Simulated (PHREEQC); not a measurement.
Make-up at 15 °C: 0.24 mol/kgw Cu(NO3)2 and 0.00057 mol/kgw HNO3. Closed to the air; pH follows from the charge balance.

All values are PHREEQC results (ion-association model, wateq4f.dat), not measurements.

Problem. The ionic strength comes out as 0.721 mol/kgw. What activity coefficients do CuOH+, H+, Cu+2, NO3- get?

Solution. CuOH+ 0.63, H+ 0.76, Cu+2 0.23, NO3- 0.59.

Precipitation was switched off in this run. Caution: at this ionic strength the ion-association model is outside its range; a Pitzer model would be the better tool where its parameters exist. Species that the database lacks are ignored.
